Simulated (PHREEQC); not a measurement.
Solution (25 °C): 0.0029 mol/kgw ZnSO4. Closed to the air; pH follows from the charge balance.

Model: ion-association model, phreeqc.dat, run in PHREEQC.

Each row changes one thing in this solution. No solid was allowed to form.

```json
[
 {"case": "as made", "pH": "5.91", "ionic strength (mol/kgw)": "0.00927", "SO4-2 (mol/kgw)": "0.00231", "HSO4- (mol/kgw)": "2.08e-7"},
 {"case": "0.00016 mol/kgw H4SiO4 added", "pH": "5.90", "ionic strength (mol/kgw)": "0.00927", "SO4-2 (mol/kgw)": "0.00231", "HSO4- (mol/kgw)": "?"},
 {"case": "ZnSO4 replaced by Na2SO4 at the same molality", "pH": "7.03", "ionic strength (mol/kgw)": "?", "SO4-2 (mol/kgw)": "0.00284", "HSO4- (mol/kgw)": "?"}
]
```

Question: Some entries are withheld; supply them.

Answer: 
- 0.00016 mol/kgw H4SiO4 added, HSO4- (mol/kgw): 2.09e-7
- ZnSO4 replaced by Na2SO4 at the same molality, ionic strength (mol/kgw): 0.00859
- ZnSO4 replaced by Na2SO4 at the same molality, HSO4- (mol/kgw): 1.94e-8

Complexes and solids missing from the database can't appear. Some of these states are supersaturated (in Quartz (slow to form), for instance).
